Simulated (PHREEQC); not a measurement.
Polishing slurry liquid: an equilibrium model

A solution holds 0.0064 mol/kgw HNO3, 0.0052 mol/kgw KNO3 and 0.0077 mol/kgw CuSO4, at 25 °C and 50 atm. Closed to the air; pH follows from the charge balance.

All values are PHREEQC results (ion-association model, phreeqc.dat), not measurements.

Each row changes one thing in this solution. This is a speciation only: nothing precipitates in the calculation.

```json
[
 {"case": "as made", "pH": "2.35", "ionic strength (mol/kgw)": "0.0335", "Cu+2 (mol/kgw)": "0.00613", "SO4-2 (mol/kgw)": "0.00482", "CuSO4 (mol/kgw)": "0.00157", "HSO4- (mol/kgw)": "0.00122"},
 {"case": "CuSO4 from 0.0077 to 0.00154 mol/kgw", "pH": "2.27", "ionic strength (mol/kgw)": "0.0166", "Cu+2 (mol/kgw)": "…", "SO4-2 (mol/kgw)": "0.00105", "CuSO4 (mol/kgw)": "0.000109", "HSO4- (mol/kgw)": "0.000361"},
 {"case": "CuSO4 from 0.0077 to 0.077 mol/kgw", "pH": "2.63", "ionic strength (mol/kgw)": "0.178", "Cu+2 (mol/kgw)": "0.0435", "SO4-2 (mol/kgw)": "0.0396", "CuSO4 (mol/kgw)": "0.0335", "HSO4- (mol/kgw)": "…"},
 {"case": "0.00016 mol/kgw NaOH added", "pH": "2.36", "ionic strength (mol/kgw)": "0.0335", "Cu+2 (mol/kgw)": "0.00613", "SO4-2 (mol/kgw)": "…", "CuSO4 (mol/kgw)": "0.00157", "HSO4- (mol/kgw)": "…"},
 {"case": "0.013 mol/kgw CO2 added", "pH": "2.35", "ionic strength (mol/kgw)": "0.0335", "Cu+2 (mol/kgw)": "0.00613", "SO4-2 (mol/kgw)": "0.00482", "CuSO4 (mol/kgw)": "0.00157", "HSO4- (mol/kgw)": "0.00123"},
 {"case": "diluted 5-fold with water", "pH": "2.96", "ionic strength (mol/kgw)": "0.00760", "Cu+2 (mol/kgw)": "0.00137", "SO4-2 (mol/kgw)": "0.00127", "CuSO4 (mol/kgw)": "0.000167", "HSO4- (mol/kgw)": "9.78e-5"},
 {"case": "CuSO4 from 0.0077 to 0.0154 mol/kgw", "pH": "2.41", "ionic strength (mol/kgw)": "0.0521", "Cu+2 (mol/kgw)": "0.0111", "SO4-2 (mol/kgw)": "0.00915", "CuSO4 (mol/kgw)": "0.00428", "HSO4- (mol/kgw)": "0.00184"}
]
```

Task: Complete the blanks.

Result: 
- CuSO4 from 0.0077 to 0.00154 mol/kgw, Cu+2 (mol/kgw): 0.00143
- CuSO4 from 0.0077 to 0.077 mol/kgw, HSO4- (mol/kgw): 0.00349
- 0.00016 mol/kgw NaOH added, SO4-2 (mol/kgw): 0.00484
- 0.00016 mol/kgw NaOH added, HSO4- (mol/kgw): 0.00120

Under pressure, the constants of complexes without a molar volume in the database are unreliable.
